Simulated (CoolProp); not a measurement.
Vapour-liquid equilibrium of R125 (1) + R143a (2) at 18.5 bar; x and y are mole fractions of (1).

Computed with CoolProp (multi-fluid Helmholtz-energy mixture model, Lemmon 2005 and Lemmon and Jacobsen 2000; pair parameters Lemmon 2004).

| x | bubble temperature (K) | y at the bubble point | dew temperature at overall composition x (K) | liquid density (mol/L) |
|---|---|---|---|---|
| 0.05 | 313.5 | 0.051 | 313.5 | 10.16 |
| 0.125 | 313.4 | 0.127 | 313.4 | 10.08 |
| 0.2 | 313.3 | 0.205 | 313.3 | 10.00 |
| 0.275 | 313.1 | 0.282 | 313.1 | 9.930 |
| 0.35 | 312.9 | 0.359 | 312.9 | 9.858 |
| 0.425 | 312.7 | 0.437 | 312.7 | 9.787 |
| 0.5 | 312.4 | 0.513 | 312.4 | 9.717 |
| 0.575 | 312.1 | 0.590 | 312.1 | 9.649 |
| 0.65 | 311.7 | 0.665 | 311.8 | 9.581 |
| 0.725 | 311.4 | 0.739 | 311.5 | 9.515 |
| 0.8 | 311.0 | 0.813 | 311.0 | 9.450 |
| 0.875 | 310.5 | 0.884 | 310.6 | 9.385 |
| 0.95 | 310.1 | 0.954 | 310.1 | 9.321 |

No azeotrope shows between x = 0.05 and 0.95.

Pair parameters are fitted to limited data, so mixtures are less certain than the pure fluids.
